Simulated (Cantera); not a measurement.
Charge: 1 mol NiS, 6.8 mol H2, 57 mol N2, held at 0.00180 bar.

Method: chemical equilibrium by Gibbs-energy minimisation in Cantera with the NASA 1993 tables (ideal gas, pure condensed phases). Candidate condensed phases: Ni, NiS, NiS2, Ni3S2, Ni3S4, S; 17 gas species. Metal and sulfide melt together well below either melting point, which pure phases cannot show. Mutual solubility and eutectic melting of coexisting phases are not modelled. Gases not in the tables: S3 to S7. The numbers say what is thermodynamically allowed, not how fast it happens.

Question: Which condensed phases are stable at each of these points (T (°C)): 600, 700, 800, 900, 1000, 1100, 1200, 1300, 1400, 1500, 1600, 1700?

Answer: 
| T (°C) | condensed phases | Ni condensed (%) |
|---|---|---|
| 600 | Ni3S2(s) | 100.0 |
| 700 | Ni3S2(s) | 100.0 |
| 800 | Ni3S2(l) | 100.0 |
| 900 | Ni3S2(l) | 100.0 |
| 1000 | Ni3S2(l) | 100.0 |
| 1100 | Ni3S2(l) | 100.0 |
| 1200 | Ni(s) + Ni3S2(l) | 99.8 |
| 1300 | Ni(s) | 98.7 |
| 1400 | Ni(s) | 92.7 |
| 1500 | Ni(l) | 64.4 |
| 1600 | gas only | 0.0 |
| 1700 | gas only | 0.0 |

From 600 °C to 700 °C the condensed part is Ni3S2(s). From 800 °C to 1100 °C the condensed part is Ni3S2(l). At 1200 °C the condensed part is Ni(s) + Ni3S2(l). From 1300 °C to 1400 °C the condensed part is Ni(s). At 1500 °C the condensed part is Ni(l). From 1600 °C to 1700 °C nothing is condensed.
